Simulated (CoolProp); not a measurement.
Methanol at 298.15 K and 0.0142 MPa is throttled through a valve to 0.00971 MPa with no heat exchange. Each further row changes one setting.

Model: reference Helmholtz-energy equation of state, de Reuck 1993, in CoolProp.

```json
[
 {"case": "as stated", "temperature change (K)": "-3.7", "final density (kg/m³)": "0.128"},
 {"case": "outlet pressure 0.00291 MPa", "temperature change (K)": "-8.5", "final density (kg/m³)": "0.0388"},
 {"case": "outlet pressure 0.0126 MPa", "temperature change (K)": "-1.3", "final density (kg/m³)": "0.166"}
]
```
